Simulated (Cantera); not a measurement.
Input: 1 mol B2O3, 0.083 mol H2O, 0.51 mol N2, held at 1825 K and 1330 Pa.

These are equilibrium values from Cantera (NASA tables, ideal gas, pure condensed phases), not measurements of a reactor. Rates play no part.

| species | before | after |
|---|---|---|
| HBO2 | 0.147 | 0.418 |
| H2O | 0.00458 | 0.415 |
| N2 | 0.484 | 0.124 |
| B2O3 | 0.362 | 0.0325 |
| O2 | 1.34e-5 | 0.00192 |
| B2O2 | 2.22e-5 | 1.67e-7 |
| OH | 4.51e-5 | 0.00148 |
| O | 4.87e-6 | 5.83e-5 |
| BO | 0.000164 | 1.42e-5 |
| H2 | 0.000735 | 0.00555 |
| B2O3(l), mol | 0.540 | 0 |
Gas species are given as mole fractions.

**Question.** Name the change that produced these shifts.
A) temperature from 1825 K to 2000 K
B) H2O from 0.083 to 2.6 mol
C) pressure from 1330 Pa to 10000 Pa
D) B2O3 replaced by B

**Answer.** B, H2O from 0.083 to 2.6 mol
